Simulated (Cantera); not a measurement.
Input (Python, Cantera) and output of one run.

```python
import numpy as np
import cantera as ct

gas_names = [...]  # 77 gases of nasa_gas.yaml made of C, H, Ta
cond_names = """
    C(gr) C6H6(L) C7H8(L) C8H18(L),n-octa Ta(cr) Ta(L) TaC(s) TaC(L)
""".split()


# ... load() reads the species with a 1 bar reference pressure and builds the phases ...
atoms = {
    'Ta': {'Ta': 1},
    'CH4': {'C': 1, 'H': 4},
}
top_T = {'C(gr)': 4500}  # K; cautious upper limits of use, not melting points


# ... equilibrate(T, P, feed) seeds the gas with the atoms and calls Mixture.equilibrate('TP', solver="vcs", rtol=1e-11, max_steps=5000) ...
results = []
T = 1350  # K
P = 1000  # Pa
for m in [0.11, 0.2, 0.35, 0.62, 1.1, 2, 3.5]:
    feed = {'Ta': 1, 'CH4': m}  # mol
    mix = equilibrate(T, P, feed)
    results.append((T, P, feed, dict(zip(mix.species_names, mix.species_moles))))
    x = sorted(zip(gas.X, gas.species_names), reverse=True)
    print(f"T = {T:g} K  P = {P:g} Pa  n(CH4) = {m:g} mol  gas = {mix.phase_moles(0):.4g} mol")
    print("   x: " + "  ".join(f"{s} {v:.3e}" for v, s in x if v > 1e-05))
    print("   condensed (mol): " + ("  ".join(f"{mix.phase(i).name} {mix.phase_moles(i):.4g}"
          for i in range(1, mix.n_phases) if mix.phase_moles(i) > 1e-12) or "none"))
```

It prints:

```
T = 1350 K  P = 1000 Pa  n(CH4) = 0.11 mol  gas = 0.22 mol
   x: H2 1.000e+00  H 2.383e-05
   condensed (mol): Ta(cr) 0.89  TaC(s) 0.11
T = 1350 K  P = 1000 Pa  n(CH4) = 0.2 mol  gas = 0.4 mol
   x: H2 1.000e+00  H 2.383e-05
   condensed (mol): Ta(cr) 0.8  TaC(s) 0.2
T = 1350 K  P = 1000 Pa  n(CH4) = 0.35 mol  gas = 0.7 mol
   x: H2 1.000e+00  H 2.383e-05
   condensed (mol): Ta(cr) 0.65  TaC(s) 0.35
T = 1350 K  P = 1000 Pa  n(CH4) = 0.62 mol  gas = 1.24 mol
   x: H2 1.000e+00  H 2.383e-05
   condensed (mol): Ta(cr) 0.38  TaC(s) 0.62
T = 1350 K  P = 1000 Pa  n(CH4) = 1.1 mol  gas = 2.2 mol
   x: H2 9.999e-01  CH4 5.764e-05  H 2.383e-05
   condensed (mol): C(gr) 0.09987  TaC(s) 1
T = 1350 K  P = 1000 Pa  n(CH4) = 2 mol  gas = 4 mol
   x: H2 9.999e-01  CH4 5.764e-05  H 2.383e-05
   condensed (mol): C(gr) 0.9998  TaC(s) 1
T = 1350 K  P = 1000 Pa  n(CH4) = 3.5 mol  gas = 7 mol
   x: H2 9.999e-01  CH4 5.764e-05  H 2.383e-05
   condensed (mol): C(gr) 2.5  TaC(s) 1
```

Equilibrium computed with Cantera from the NASA thermochemical tables; the gas is ideal and each condensed phase is pure. Mutual solubility and eutectic melting of coexisting phases are not modelled. TaC: taken at fixed stoichiometry. Condensed phases not in the tables: Ta2C, N, O or C dissolved in the metal.
